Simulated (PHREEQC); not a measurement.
H2SO4 is added in steps, without added water, to 1 kg of water holding 0.23 mol/kgw NH3 and 0.0017 mol/kgw K2SO4, at 25 °C. Oxygen alone is held at its pressure in air (log pO2 = -0.68). The system is closed to CO2. No solid was allowed to form.

Base run: PHREEQC, ion-association model, wateq4f.dat. Each further column changes one thing. The table gives NH4SO4- (mol/kgw).

```
H2SO4 added (mol)     base  metal-ligand complexes left out  all activity coefficients set to 1  Davies equation for every ion  Debye-Hückel limiting law
-----------------  -------  -------------------------------  ----------------------------------  -----------------------------  -------------------------
0                  3.22e-5                          3.27e-5                             4.30e-5                        3.20e-5                    3.09e-5
0.018              0.00315                          0.00317                             0.00547                        0.00312                    0.00248
0.036              0.00882                          0.00886                              0.0156                        0.00880                          …
0.054               0.0158                           0.0159                              0.0280                         0.0160                    0.00961
0.072               0.0238                           0.0239                              0.0416                         0.0244                     0.0130
0.09                0.0325                           0.0326                              0.0561                         0.0338                     0.0160
0.108               0.0418                           0.0419                              0.0712                         0.0440                     0.0188
0.126               0.0442                           0.0443                              0.0737                              …                          …
0.144               0.0421                           0.0422                                   …                         0.0450                     0.0181
0.162               0.0404                           0.0405                              0.0640                         0.0435                     0.0173
0.18                0.0388                           0.0389                              0.0600                         0.0421                     0.0165
```

### Question
Fill in the missing entries.

### Answer

- 0.036, Debye-Hückel limiting law: 0.00602
- 0.126, Davies equation for every ion: 0.0469
- 0.126, Debye-Hückel limiting law: 0.0191
- 0.144, all activity coefficients set to 1: 0.0685
